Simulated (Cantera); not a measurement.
Input (Python, Cantera) and output of one run.

```python
import numpy as np
import cantera as ct

gas_names = """
    CL2
""".split()
cond_names = """
    SrCL2(a) SrCL2(b) SrCL2(L) Sr(a) Sr(b) Sr(L)
""".split()


# ... load() reads the species with a 1 bar reference pressure and builds the phases ...
species = {s.name: s for s in load("nasa_gas.yaml", gas_names) + load("nasa_condensed.yaml", cond_names)}
# Each term lists the table entries of one substance; the one whose range holds T is used.
reactions = {
    'SrCl2 = Cl2(g) + Sr':
        [(-1, ['SrCL2(a)', 'SrCL2(b)', 'SrCL2(L)']), (1, ['CL2']), (1, ['Sr(a)', 'Sr(b)', 'Sr(L)'])],
}


def pick(names, T):
    return next(species[n] for n in names if species[n].thermo.min_temp <= T <= species[n].thermo.max_temp)


results = []
for label, terms in reactions.items():
    print(label)
    print("     T/K   dH/kJ  dS/(J/K)   dG/kJ   log10 K")
    for T in [300, 500, 600, 700, 800, 900, 1000, 1100]:
        used = [(nu, pick(names, T)) for nu, names in terms]
        dH = sum(nu * s.thermo.h(T) for nu, s in used) / 1e6
        dS = sum(nu * s.thermo.s(T) for nu, s in used) / 1e3
        dG = dH - T * dS / 1e3
        logK = -dG * 1e6 / (ct.gas_constant * T * np.log(10))
        results.append((label, T, dH, dS, dG, logK, [s.name for _, s in used]))
        print(f"{T:8g} {dH:8.1f} {dS:8.1f} {dG:8.1f} {logK:8.2f}")
```

Result:

```
SrCl2 = Cl2(g) + Sr
     T/K   dH/kJ  dS/(J/K)   dG/kJ   log10 K
     300    828.8    163.2    779.9  -135.79
     500    825.7    155.2    748.1   -78.15
     600    824.0    152.1    732.7   -63.79
     700    822.1    149.2    717.7   -53.55
     800    820.0    146.4    702.9   -45.89
     900    818.2    144.3    688.3   -39.95
    1000    814.9    140.8    674.1   -35.21
    1100    811.7    137.6    660.4   -31.36
```

Cantera with NASA thermochemical tables; ideal gases at 1 bar, condensed phases pure. Condensed species are held in their standard states even where they would react or evaporate.
